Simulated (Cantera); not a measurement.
Abatement and gas-phase synthesis: CS₂ + O₂ + H₂

Charge: 1 mol CS₂, 0.11 mol O₂, 0.32 mol H₂, equilibrated at 100 Torr.

Method: chemical equilibrium by Gibbs-energy minimisation in Cantera with the NASA 1993 tables (ideal gas, pure condensed phases). Candidate condensed phases: C, C₆H₆, C₇H₈, C₈H₁₈, H₂O, H₂SO₄, S; 123 gas species. Gases not in the tables: S₃ to S₇. Equilibrium is a limit: real reactors are often held back by kinetics, nucleation or transport.

```csv
T (K),x CS₂,x H₂S,x CO,x COS,x H₂,x S₂,n C(graphite)
848,0.535,0.243,0.0436,0.114,0.00301,0.0557,0.0920
923,0.534,0.233,0.0812,0.0787,0.00764,0.0624,0.0739
998,0.535,0.219,0.113,0.0473,0.0165,0.0688,0.0558
1073,0.535,0.201,0.131,0.0270,0.0309,0.0749,0.0413
1148,0.535,0.177,0.141,0.0155,0.0508,0.0805,0.0286
1223,0.535,0.150,0.145,0.00930,0.0744,0.0859,0.0162
1298,0.536,0.122,0.146,0.00583,0.0986,0.0909,0.00461
```
x: gas mole fraction; n: condensed amount in mol.

From 848 K to 1298 K the condensed part is C(graphite). The main C-bearing gas is CS₂ throughout. The share of C in condensed phases is highest at 848 K (9.2 %) and lowest at 1298 K (0.5 %).
